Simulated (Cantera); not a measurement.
Equilibrium for silicates and aluminates: SiO2 + Al2O3 + H2O

A closed system holds: 1 mol SiO2, 0.68 mol Al2O3, 0.33 mol H2O, held at 13300 Pa.

Method: chemical equilibrium by Gibbs-energy minimisation in Cantera with the NASA 1993 tables (ideal gas, pure condensed phases). Candidate condensed phases: Al, Al2O3, Al2SiO5, Al6Si2O13, H2O, Si, SiO2; 28 gas species. Mutual solubility and eutectic melting of coexisting phases are not modelled. The tables hold silica as quartz up to 1696 K and as liquid above; real silica turns to tridymite and cristobalite and melts near 1996 K. Condensed phases not in the tables: alloys, solid solutions and most ternary compounds. Gases not in the tables: Si(OH)4. The numbers say what is thermodynamically allowed, not how fast it happens.

From 1550 K to 1650 K the condensed part is Al6Si2O13(mullite) + SiO2(β-quartz). From 1700 K to 1950 K the condensed part is Al6Si2O13(mullite) + SiO2(condensed). From 2000 K to 2100 K the condensed part is Al6Si2O13(mullite) + SiO2(l).

```tsv
T (K)	x H2O	x H2	x O2	x OH	n Al6Si2O13(mullite)	n SiO2(β-quartz)	n SiO2(condensed)	n SiO2(l)
1550	0.999	0.000601	0.000271	0.000118	0.227	0.547	0	0
1600	0.998	0.000903	0.000404	0.000194	0.227	0.547	0	0
1650	0.998	0.00132	0.000587	0.000308	0.227	0.547	0	0
1700	0.997	0.00190	0.000833	0.000477	0.227	0	0.547	0
1750	0.995	0.00267	0.00116	0.000719	0.227	0	0.547	0
1800	0.994	0.00368	0.00158	0.00106	0.227	0	0.547	0
1850	0.991	0.00499	0.00213	0.00153	0.227	0	0.547	0
1900	0.988	0.00665	0.00281	0.00216	0.227	0	0.547	0
1950	0.984	0.00873	0.00365	0.00300	0.227	0	0.547	0
2000	0.979	0.0113	0.00469	0.00410	0.227	0	0	0.547
2050	0.973	0.0144	0.00593	0.00550	0.227	0	0	0.547
2100	0.966	0.0182	0.00742	0.00727	0.227	0	0	0.547
```
x: gas mole fraction; n: condensed amount in mol.
